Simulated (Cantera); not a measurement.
A Cantera script and what it prints.

```python
import numpy as np
import cantera as ct

gas_names = """
    CL CL2 H HCL H2 Si SiCL SiCL2 SiCL3 SiCL4 SiH SiHCL3 SiH2 SiH2CL2 SiH3 SiH3CL SiH4 Si2 Si3
""".split()
cond_names = """
    Si(cr) Si(L)
""".split()


# ... load() reads the species with a 1 bar reference pressure and builds the phases ...
atoms = {
    'SiCl4': {'Si': 1, 'CL': 4},
    'H2': {'H': 2},
}
top_T = {}  # K; cautious upper limits of use, not melting points


# ... equilibrate(T, P, feed) seeds the gas with the atoms and calls Mixture.equilibrate('TP', solver="vcs", rtol=1e-11, max_steps=5000) ...
results = []
feed = {'SiCl4': 1, 'H2': 110}  # mol
P = 5100  # Pa
for T in [850, 925, 1000, 1075, 1150, 1225, 1300, 1375, 1450, 1525, 1600, 1675, 1750]:
    mix = equilibrate(T, P, feed)
    results.append((T, P, feed, dict(zip(mix.species_names, mix.species_moles))))
    x = sorted(zip(gas.X, gas.species_names), reverse=True)
    print(f"T = {T:g} K  P = {P:g} Pa  gas = {mix.phase_moles(0):.4g} mol")
    print("   x: " + "  ".join(f"{s} {v:.3e}" for v, s in x if v > 1e-06))
    print("   condensed (mol): " + ("  ".join(f"{mix.phase(i).name} {mix.phase_moles(i):.4g}"
          for i in range(1, mix.n_phases) if mix.phase_moles(i) > 1e-12) or "none"))
```

Output:

```
T = 850 K  P = 5100 Pa  gas = 111 mol
   x: H2 9.877e-01  SiCL4 5.888e-03  HCL 3.261e-03  SiHCL3 2.959e-03  SiH2CL2 1.308e-04  SiCL3 2.360e-05  SiCL2 6.712e-06  SiH3CL 1.373e-06
   condensed (mol): none
T = 925 K  P = 5100 Pa  gas = 111.1 mol
   x: H2 9.856e-01  HCL 6.020e-03  SiCL4 5.062e-03  SiHCL3 3.011e-03  SiH2CL2 1.759e-04  SiCL3 8.228e-05  SiCL2 5.308e-05  SiH3CL 2.538e-06
   condensed (mol): Si(cr) 0.06833
T = 1000 K  P = 5100 Pa  gas = 111.3 mol
   x: H2 9.817e-01  HCL 1.128e-02  SiCL4 3.996e-03  SiHCL3 2.451e-03  SiCL2 2.202e-04  SiCL3 1.906e-04  SiH2CL2 1.622e-04  SiH3CL 2.740e-06
   condensed (mol): Si(cr) 0.2187
T = 1075 K  P = 5100 Pa  gas = 111.5 mol
   x: H2 9.765e-01  HCL 1.811e-02  SiCL4 2.531e-03  SiHCL3 1.696e-03  SiCL2 6.561e-04  SiCL3 3.239e-04  SiH2CL2 1.329e-04  SiH3CL 2.736e-06
   condensed (mol): Si(cr) 0.4043
T = 1150 K  P = 5100 Pa  gas = 111.7 mol
   x: H2 9.716e-01  HCL 2.458e-02  SiCL2 1.368e-03  SiCL4 1.119e-03  SiHCL3 8.985e-04  SiCL3 3.742e-04  SiH2CL2 9.051e-05  SiH3CL 2.457e-06
   condensed (mol): Si(cr) 0.5694
T = 1225 K  P = 5100 Pa  gas = 111.9 mol
   x: H2 9.686e-01  HCL 2.834e-02  SiCL2 2.022e-03  SiHCL3 3.537e-04  SiCL4 3.317e-04  SiCL3 2.912e-04  SiH2CL2 5.037e-05  SiH3CL 1.977e-06  H 1.358e-06
   condensed (mol): Si(cr) 0.6586
T = 1300 K  P = 5100 Pa  gas = 112 mol
   x: H2 9.676e-01  HCL 2.960e-02  SiCL2 2.416e-03  SiCL3 1.822e-04  SiHCL3 1.214e-04  SiCL4 8.153e-05  SiH2CL2 2.550e-05  H 4.819e-06  SiH3CL 1.506e-06
   condensed (mol): Si(cr) 0.6834
T = 1375 K  P = 5100 Pa  gas = 112 mol
   x: H2 9.673e-01  HCL 2.984e-02  SiCL2 2.654e-03  SiCL3 1.093e-04  SiHCL3 4.276e-05  SiCL4 2.068e-05  H 1.492e-05  SiH2CL2 1.310e-05  SiH3CL 1.148e-06
   condensed (mol): Si(cr) 0.6818
T = 1450 K  P = 5100 Pa  gas = 112 mol
   x: H2 9.673e-01  HCL 2.977e-02  SiCL2 2.826e-03  SiCL3 6.717e-05  H 4.119e-05  SiHCL3 1.633e-05  SiH2CL2 7.080e-06  SiCL4 5.832e-06  CL 1.033e-06
   condensed (mol): Si(cr) 0.6724
T = 1525 K  P = 5100 Pa  gas = 112 mol
   x: H2 9.673e-01  HCL 2.961e-02  SiCL2 2.967e-03  H 1.030e-04  SiCL3 4.289e-05  SiHCL3 6.802e-06  SiH2CL2 4.045e-06  CL 2.530e-06  SiH2 1.989e-06  SiCL4 1.843e-06  SiCL 1.490e-06
   condensed (mol): Si(cr) 0.661
T = 1600 K  P = 5100 Pa  gas = 112 mol
   x: H2 9.672e-01  HCL 2.943e-02  SiCL2 3.086e-03  H 2.368e-04  SiCL3 2.846e-05  CL 5.697e-06  SiH2 4.841e-06  SiCL 4.242e-06  SiHCL3 3.068e-06  SiH2CL2 2.432e-06  Si 1.912e-06
   condensed (mol): Si(cr) 0.649
T = 1675 K  P = 5100 Pa  gas = 112 mol
   x: H2 9.670e-01  HCL 2.924e-02  SiCL2 3.189e-03  H 5.056e-04  SiCL3 1.955e-05  CL 1.193e-05  SiCL 1.097e-05  SiH2 1.087e-05  Si 8.509e-06  SiH 3.173e-06  SiH2CL2 1.530e-06  SiHCL3 1.485e-06
   condensed (mol): Si(cr) 0.6363
T = 1750 K  P = 5100 Pa  gas = 112.1 mol
   x: H2 9.663e-01  HCL 2.958e-02  SiCL2 3.009e-03  H 1.012e-03  Si 2.943e-05  CL 2.391e-05  SiCL 2.349e-05  SiH2 2.013e-05  SiCL3 1.295e-05  SiH 8.644e-06
   condensed (mol): Si(L) 0.6519
```

Cantera equilibrium calculation (NASA polynomials, part measured and part estimated; ideal gas, pure solids and liquids). The tables' values for SiCl3, SiCl are old estimates; treat these amounts as uncertain. Gases not in the tables: Si2H6 and higher silanes.
